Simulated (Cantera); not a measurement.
## Ignition delay

Mixture: 7.19 % CH4, 19.4 % O2, 73.4 % N2, equivalence ratio 0.74, at 825 Torr, adiabatic and at constant pressure. Ignition delay is the time to a rise of 400 K.

Detailed kinetics in Cantera: GRI-Mech 3.0 (53 species, 325 reactions).

```
T0 (K)  delay (ms)
------  ----------
1248          18.6
1323          7.01
1398          2.87
1473          1.28
1548         0.627
1623         0.335
```

```json
{
  "apparent activation energy between 1473 and 1623 K": "180 kJ/mol"
}
```
